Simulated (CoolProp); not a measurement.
Vapour-liquid equilibrium of R125 (1) + propylene (2) at 231.5 K; x and y are mole fractions of (1).

The numbers come from the multi-fluid Helmholtz-energy mixture model, Lemmon 2005 and Lemmon 2013; pair parameters Bell 2016 in CoolProp.

Task: Give the bubble pressure and the first vapour's composition at x = 0.35, 0.85, 0.95. Is there an azeotrope?

Result: x = 0.35: 179.6 kPa, y = 0.439; x = 0.85: 166.4 kPa, y = 0.728; x = 0.95: 149.9 kPa, y = 0.879. y crosses x between x = 0.45 and 0.55: the model has an azeotrope there.

The pair parameters rest on a limited set of measurements; away from them the model extrapolates.
